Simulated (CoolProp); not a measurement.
Vapour-liquid equilibrium of n-heptane (1) + p-xylene (2) at 327.5 K; x and y are mole fractions of (1).

Model: multi-fluid Helmholtz-energy mixture model, Span 2003 and Zhou 2012; pair parameters Bell 2016, in CoolProp.

| x | bubble pressure, mixture model (bar) | bubble pressure, Raoult's law (bar) | y, mixture model | y, Raoult's law |
|---|---|---|---|---|
| 0.05 | (withheld) | 0.06182 | 0.228 | 0.182 |
| 0.2 | 0.09807 | 0.08760 | 0.557 | 0.514 |
| 0.35 | 0.1254 | 0.1134 | (withheld) | 0.695 |
| 0.5 | 0.1497 | 0.1391 | (withheld) | 0.809 |
| 0.65 | (withheld) | 0.1649 | (withheld) | 0.887 |
| 0.8 | 0.1948 | 0.1907 | 0.932 | 0.944 |
| 0.95 | 0.2173 | 0.2164 | 0.984 | 0.988 |

Question: Complete the blanks.

Answer: 
- 0.05, bubble pressure, mixture model (bar): 0.06566
- 0.35, y, mixture model: 0.710
- 0.5, y, mixture model: 0.805
- 0.65, bubble pressure, mixture model (bar): 0.1725
- 0.65, y, mixture model: 0.875

The largest gap from Raoult's law is +12.0 % in bubble pressure, at x = 0.2. No azeotrope shows between x = 0.05 and 0.95.

Pair parameters are fitted to limited data, so mixtures are less certain than the pure fluids.
